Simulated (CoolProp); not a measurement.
The fluid at 293.15 K and 3.14 MPa (liquid) is heated at constant pressure to 430 K. The same conditions are run with several fluids, on thermodynamics alone (safety and materials aside).

Computed with CoolProp (reference Helmholtz-energy equation of state of each fluid (n-hexane: Thol 2019; R1233zd(E): Akasaka 2022; ethanol: Schroeder 2014; isobutane: Bücker 2006)).

**Question.** Rank n-hexane, R1233zd(E), ethanol, isobutane by heat (kJ/kg), highest first.

**Answer.** isobutane (546), ethanol (419), n-hexane (351), R1233zd(E) (193)

```csv
fluid,final phase,final density (kg/m³)
n-hexane,liquid,522
R1233zd(E),liquid,751
ethanol,liquid,644
isobutane,gas,73.6
```
